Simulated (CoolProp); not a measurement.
Vapour-liquid equilibrium of octamethyltrisiloxane (MDM) (1) + octamethylcyclotetrasiloxane (D4) (2) at 0.00644 MPa; x and y are mole fractions of (1).

Computed with CoolProp (multi-fluid Helmholtz-energy mixture model, Thol 2017 and Thol 2015; pair parameters Bell 2016).

```json
[
 {"x": "0.05", "bubble temperature, mixture model (K)": "364.2", "bubble temperature, Raoult's law (K)": "364.4", "y, mixture model": "0.119", "y, Raoult's law": "0.111"},
 {"x": "0.2", "bubble temperature, mixture model (K)": "359.8", "bubble temperature, Raoult's law (K)": "360.3", "y, mixture model": "0.384", "y, Raoult's law": "0.378"},
 {"x": "0.35", "bubble temperature, mixture model (K)": "356.3", "bubble temperature, Raoult's law (K)": "356.7", "y, mixture model": "0.569", "y, Raoult's law": "0.571"},
 {"x": "0.5", "bubble temperature, mixture model (K)": "353.3", "bubble temperature, Raoult's law (K)": "353.5", "y, mixture model": "0.709", "y, Raoult's law": "0.716"},
 {"x": "0.65", "bubble temperature, mixture model (K)": "350.7", "bubble temperature, Raoult's law (K)": "350.7", "y, mixture model": "0.820", "y, Raoult's law": "0.826"},
 {"x": "0.8", "bubble temperature, mixture model (K)": "348.2", "bubble temperature, Raoult's law (K)": "348.2", "y, mixture model": "0.909", "y, Raoult's law": "0.912"},
 {"x": "0.95", "bubble temperature, mixture model (K)": "346.0", "bubble temperature, Raoult's law (K)": "346.0", "y, mixture model": "0.980", "y, Raoult's law": "0.980"}
]
```

The largest gap from Raoult's law is -0.5 K in bubble temperature, at x = 0.2. No azeotrope shows between x = 0.05 and 0.95.

Pair parameters are fitted to limited data, so mixtures are less certain than the pure fluids.
